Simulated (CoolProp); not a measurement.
Propylene along the isobar 15.1 MPa: density (kg/m³) from the reference equation and from simpler models built on Tc = 91.1 °C, pc = 4.555 MPa, ω = 0.146; each cubic takes its own stable root.

Values from CoolProp's reference Helmholtz-energy equation of state, Lemmon 2013.

```tsv
T (°C)	phase	reference
-6.15	liquid	578.7
2.65	liquid	568.3
11.35	liquid	557.9
20.15	liquid	547.1
28.95	liquid	536.0
37.75	liquid	524.6
46.45	liquid	513.0
55.25	liquid	500.9
64.05	liquid	488.4
72.85	liquid	475.4
81.55	liquid	462.1
90.35	liquid	448.1
99.15	supercritical	433.5
107.95	supercritical	418.3
116.65	supercritical	402.5
125.45	supercritical	386.0
```

Task: How far does each simpler model (Redlich-Kwong, Soave-Redlich-Kwong, Peng-Robinson) lie from the reference over these 16 states: mean and median of the absolute difference, and the worst?

Result: 
- Redlich-Kwong: mean 7.4 %, median 7.5 %, worst -8.1 % at 99.15 °C and 15.1 MPa
- Soave-Redlich-Kwong: mean 6.9 %, median 6.6 %, worst -9.7 % at 125.45 °C and 15.1 MPa
- Peng-Robinson: mean 4.1 %, median 4.7 %, worst +6.8 % at -6.15 °C and 15.1 MPa
